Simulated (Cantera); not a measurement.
Feed: 1 mol BN, 0.11 mol H2, held at 2500 K and 1.50 Torr.

Method: chemical equilibrium by Gibbs-energy minimisation in Cantera with the NASA 1993 tables (ideal gas, pure condensed phases). Candidate condensed phases: B, BN; 15 gas species. The tables' values for BH2 are old estimates; treat these amounts as uncertain. Rates play no part.

Base state: N2 0.719, H 0.158, H2 0.0788, B 0.0433, BN 0.000630, BH2 0.000309, BH 0.000286 (mole fractions); condensed: B(l).

Problem. What changes in the equilibrium state with this change: H2 from 0.11 to 0.022 mol?

Solution. 
```tsv
species	before	after
N2	0.719	0.888
H	0.158	0.0573
B	0.0433	0.0433
H2	0.0788	0.0104
BH2	0.000309	4.07e-5
BH	0.000286	0.000104
BN	0.000630	0.000701
B(l), mol	0.969	0.975
```

Problem. What changes in the equilibrium state with this change: BN replaced by Al2O3?

Solution. 
| species | before | after |
|---|---|---|
| H2 | 0.0788 | 0.535 |
| H | 0.158 | 0.411 |
| H2O | 0 | 0.0250 |
| N2 | 0.719 | 0 |
| B | 0.0433 | 0 |
| Al | 0 | 0.0149 |
| OH | 0 | 0.00398 |
| Al2O | 0 | 0.00329 |
| AlO | 0 | 0.00281 |
| O | 0 | 0.00201 |
| AlOH | 0 | 0.00141 |
| B(l), mol | 0.969 | 0 |
| Al2O3(l), mol | 0 | 0.998 |
The tables' values for AlOH are old estimates; treat these amounts as uncertain. Further candidate phases: Al, Al2O3, H2O.
